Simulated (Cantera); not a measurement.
What does this Cantera script print?

```python
import numpy as np
import cantera as ct

gas = ct.Solution("gri30.yaml")
gas.TPX = 798, 100000, {'CH4': 0.63, 'H2': 0.14, 'O2': 4.7, 'N2': 17.7}
inlet = ct.Reservoir(gas, clone=True)
gas.equilibrate("HP")  # start burning
reactor = ct.IdealGasConstPressureReactor(gas, energy="on", clone=False)
exhaust = ct.Reservoir(gas, clone=True)
tau = [0.17, 0.061, 0.022, 0.008, 0.0029, 0.001, 0.00038, 0.00014, 5e-05, 1.8e-05][0]
for a, b in ((inlet, reactor), (reactor, exhaust)):
    ct.MassFlowController(a, b, mdot=lambda t: reactor.mass / tau)
net = ct.ReactorNet([reactor])
show = ['CH4', 'H2', 'O2', 'N2O', 'OH', 'NO']

rows = []
print(f"{'tau/s':>10s}{'T/K':>9s}" + "".join(f"{s:>11s}" for s in show))
for tau in [0.17, 0.061, 0.022, 0.008, 0.0029, 0.001, 0.00038, 0.00014, 5e-05, 1.8e-05]:
    net.initial_time = 0.0
    net.advance(30 * tau)
    before = gas.X
    net.advance(40 * tau)
    drift = np.max(np.abs(gas.X - before) / (gas.X + 1e-9))
    rows.append([gas.T, *gas[show].X, drift])
    print(f"{tau:10.3e}{gas.T:9.1f}" + "".join(f"{x:11.3e}" for x in gas[show].X))
```

It prints:

```
     tau/s      T/K        CH4         H2         O2        N2O         OH         NO
 1.700e-01   1464.9  1.638e-05  1.779e-05  1.459e-01  9.946e-07  2.729e-04  1.595e-06
 6.100e-02   1462.1  3.168e-05  3.644e-05  1.460e-01  1.095e-06  3.721e-04  1.275e-06
 2.200e-02   1456.7  6.125e-05  7.458e-05  1.461e-01  1.025e-06  5.001e-04  8.916e-07
 8.000e-03   1446.5  1.196e-04  1.525e-04  1.465e-01  8.468e-07  6.544e-04  5.810e-07
 2.900e-03   1426.4  2.472e-04  3.192e-04  1.474e-01  6.174e-07  8.145e-04  3.747e-07
 1.000e-03   1381.0  6.509e-04  7.759e-04  1.500e-01  3.383e-07  8.781e-04  2.037e-07
 3.800e-04    798.0  2.719e-02  6.042e-03  2.028e-01 -1.803e-21  4.744e-16 -3.470e-21
 1.400e-04    798.0  2.719e-02  6.042e-03  2.028e-01  2.627e-21  3.612e-16  5.661e-26
 5.000e-05    798.0  2.719e-02  6.042e-03  2.028e-01  6.799e-22  2.760e-16  1.047e-31
 1.800e-05    798.0  2.719e-02  6.042e-03  2.028e-01  1.411e-22  1.853e-16  4.322e-32
```

Computed with Cantera and GRI-Mech 3.0 (53 species, 325 reactions).
